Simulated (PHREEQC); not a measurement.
0.24 g of hydrous ferric oxide (600 m²/g; 0.2 weak and 0.005 strong sites per Fe, Dzombak-Morel constants, diffuse double layer) in 1 kg of water with 0.005 mol/kgw of an inert sodium salt and 0.0012 mol/kgw CuSO4, at 25 °C; the pH is set by adding NaOH or the inert anion's acid. Oxygen is held at 0.21 atm. No CO2 enters from the air. Nothing may precipitate in this run.

All values are PHREEQC results (ion-association model, wateq4f.dat), not measurements.

Problem. Predict S sorbed (%), Cu sorbed (%), surface charge σ (C/m²) at pH = 4, 4.5, 5, 7, 9.5.

Solution. 
```
pH   S sorbed (%)  Cu sorbed (%)  surface charge σ (C/m²)
---  ------------  -------------  -----------------------
4            21.1            1.2                    0.026
4.5          20.4            4.2                    0.025
5            18.6           15.3                    0.027
7            13.0           32.2                    0.048
9.5           0.1           22.8                    0.008
```

Along this series the solution becomes supersaturated in solids that the run did not let form, among them Cu(OH)2, Brochantite, Antlerite. The database's constant for dissolved Cu(OH)2 is higher than later reviews accept.
